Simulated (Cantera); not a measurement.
Cantera run:

```python
import numpy as np
import cantera as ct

gas_names = """
    F F2 H HF H2 H2F2 H3F3 H4F4 H5F5 H6F6 H7F7 Pb PbF PbF2 PbF4 Pb2
""".split()
cond_names = """
    Pb(cr) Pb(L) PbF2(a) PbF2(b) PbF2(L)
""".split()


# ... load() reads the species with a 1 bar reference pressure and builds the phases ...
atoms = {
    'PbF2': {'Pb': 1, 'F': 2},
    'H2': {'H': 2},
}
top_T = {}  # K; cautious upper limits of use, not melting points


# ... equilibrate(T, P, feed) seeds the gas with the atoms and calls Mixture.equilibrate('TP', solver="vcs", rtol=1e-11, max_steps=5000) ...
results = []
feed = {'PbF2': 1, 'H2': 2.1}  # mol
P = 13332.2  # Pa
for T in [1250, 1275, 1300, 1325, 1350, 1375, 1400, 1425, 1450, 1475]:
    mix = equilibrate(T, P, feed)
    results.append((T, P, feed, dict(zip(mix.species_names, mix.species_moles))))

top = {s: max(r[3][s] / sum(r[3][g] for g in gas_names) for r in results) for s in gas_names}
cols = sorted((s for s in top if top[s] > 0.0001), key=lambda s: -top[s])[:9]
seen = [c for c in cond_names if any(r[3].get(c, 0) > 1e-12 for r in results)]
print("log10 of partial pressures in bar; condensed amounts in mol")
print(f"{'T/K':>10s}" + "".join(f"{s[:9]:>10s}" for s in cols + seen))
for T, P, feed, n in results:
    ng = sum(n[g] for g in gas_names)
    print(f"{T:10.4g}" + "".join(f"{np.log10(max(n[s] / ng * P / 1e5, 1e-99)):10.3f}" for s in cols)
          + "".join(f"{n.get(c, 0):10.4g}" for c in seen))
```

It prints:

```
log10 of partial pressures in bar; condensed amounts in mol
       T/K        HF        H2        Pb       PbF      PbF2     Pb(L)
      1250    -1.070    -1.329    -2.874    -4.901    -5.160    0.9681
      1275    -1.072    -1.331    -2.724    -4.754    -5.078    0.9549
      1300    -1.074    -1.334    -2.581    -4.613    -5.000    0.9369
      1325    -1.078    -1.337    -2.443    -4.478    -4.926    0.9127
      1350    -1.082    -1.341    -2.310    -4.349    -4.856    0.8804
      1375    -1.088    -1.347    -2.183    -4.226    -4.790    0.8375
      1400    -1.096    -1.354    -2.060    -4.108    -4.729    0.7806
      1425    -1.105    -1.364    -1.941    -3.995    -4.672    0.7054
      1450    -1.118    -1.376    -1.827    -3.888    -4.621    0.6055
      1475    -1.135    -1.392    -1.716    -3.787    -4.575    0.4722
```

Method: chemical equilibrium by Gibbs-energy minimisation in Cantera with the NASA 1993 tables (ideal gas, pure condensed phases).
